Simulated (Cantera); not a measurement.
# Thermodynamics of metals in furnace atmospheres, feed Cu + O2 + N2

A closed system holds: 1 mol Cu, a varied amount of O2, 110 mol N2, held at 875 K and 1.00 Torr.

Cantera equilibrium calculation (NASA polynomials, part measured and part estimated; ideal gas, pure solids and liquids). Candidate condensed phases: Cu, CuO, Cu2O; 12 gas species. Kinetics and transport are ignored.

```csv
n(O2) (mol),x N2,x O2,x NO,n Cu(s),n Cu2O(s),n CuO(s)
0.0043,1.00,2.44e-10,2.50e-10,0.983,0.00860,0
0.0065,1.00,2.44e-10,2.50e-10,0.974,0.0130,0
0.0098,1.00,2.44e-10,2.50e-10,0.961,0.0196,0
0.015,1.00,2.44e-10,2.50e-10,0.940,0.0300,0
0.022,1.00,2.44e-10,2.50e-10,0.912,0.0440,0
0.034,1.00,2.44e-10,2.50e-10,0.864,0.0680,0
0.051,1.00,2.44e-10,2.50e-10,0.796,0.102,0
0.076,1.00,2.44e-10,2.50e-10,0.696,0.152,0
0.12,1.00,2.44e-10,2.50e-10,0.520,0.240,0
0.17,1.00,2.44e-10,2.50e-10,0.320,0.340,0
0.26,1.000,9.08e-5,1.52e-7,0,0.500,0
0.39,0.999,0.000967,4.97e-7,0,0.433,0.134
0.59,0.999,0.000967,4.97e-7,0,0.0331,0.934
```
x: gas mole fraction; n: condensed amount in mol.

From 0.0043 mol O2 to 0.17 mol O2 the condensed part is Cu(s) + Cu2O(s). At 0.26 mol O2 the condensed part is Cu2O(s). From 0.39 mol O2 to 0.59 mol O2 the condensed part is CuO(s) + Cu2O(s).
